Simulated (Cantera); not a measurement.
## Fluorocarbon and chlorocarbon gases: C₂F₆ + HCl + H₂

Input: 1 mol C₂F₆, 1.5 mol HCl, 4.3 mol H₂, equilibrated at 873 K and 70.5 Torr.

Equilibrium computed with Cantera from the NASA thermochemical tables; the gas is ideal and each condensed phase is pure. Candidate condensed phases: C, C₆H₆, C₇H₈, C₈H₁₈; 118 gas species. The feed counts by its element totals alone. Kinetics and transport are ignored.

```
Item               Result
--------------  ---------
x(HF)               0.682
x(HCl)              0.171
x(H₂)               0.146
x(CH₄)           0.000900
x(H₂F₂)           2.88e-6
n(C(graphite))   1.99 mol
gas amount      8.792 mol
```
